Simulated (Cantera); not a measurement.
Feed: 1 mol Si(CH3)4, 0.0066 mol C2H2, 11 mol H2, held at 10.0 mbar.

These are equilibrium values from Cantera (NASA tables, ideal gas, pure condensed phases), not measurements of a reactor. Candidate condensed phases: C, C6H6, C7H8, C8H18, Si, SiC; 87 gas species. Rates play no part.

### Question
At 1700 °C, list the 5 most abundant gas species with their mole fractions, and the condensed phases.

### Answer
H2 0.986, H 0.0134, C2H2 (acetylene) 0.000631, Si 0.000156, SiH 1.12e-5. Condensed: C(graphite) + SiC(s).
